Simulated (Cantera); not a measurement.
Input: 1 mol SiO2, 7.9 mol HF, 15 mol H2, equilibrated at 1198.15 K and 1.80e-5 bar.

These are equilibrium values from Cantera (NASA tables, ideal gas, pure condensed phases), not measurements of a reactor. Candidate condensed phases: H2O, Si, SiO2; 38 gas species. The tables hold silica as quartz up to 1696 K and as liquid above; real silica turns to tridymite and cristobalite and melts near 1996 K. Kinetics and transport are ignored.

Base state: H2 0.657, HF 0.334, H2O 0.00618, SiF4 0.00309, H 3.64e-5 (mole fractions); condensed: SiO2(β-quartz).

Task: What changes in the equilibrium state with this change: temperature from 1198.15 K to 698.15 K?

Result: 
| species | before | after |
|---|---|---|
| H2 | 0.657 | 0.673 |
| HF | 0.334 | 0.247 |
| H2O | 0.00618 | 0.0535 |
| SiF4 | 0.00309 | 0.0268 |
| H | 3.64e-5 | <1e-9 |
| SiO2(β-quartz), mol | 0.929 | 0 |
| SiO2(α-quartz), mol | 0 | 0.403 |

Task: What changes in the equilibrium state with this change: H2 from 15 to 0.71 mol?

Result: 
```csv
species,before,after
HF,0.334,0.883
H2,0.657,0.0834
H2O,0.00618,0.0226
SiF4,0.00309,0.0113
H,3.64e-5,1.30e-5
"SiO2(β-quartz), mol",0.929,0.904
```

Task: What changes in the equilibrium state with this change: pressure from 1.80e-5 bar to 0.00160 bar?

Result: 
```
species               before    after
-------------------  -------  -------
H2                     0.657    0.663
HF                     0.334    0.301
H2O                  0.00618   0.0240
SiF4                 0.00309   0.0120
H                    3.64e-5  3.88e-6
SiO2(β-quartz), mol    0.929    0.728
```
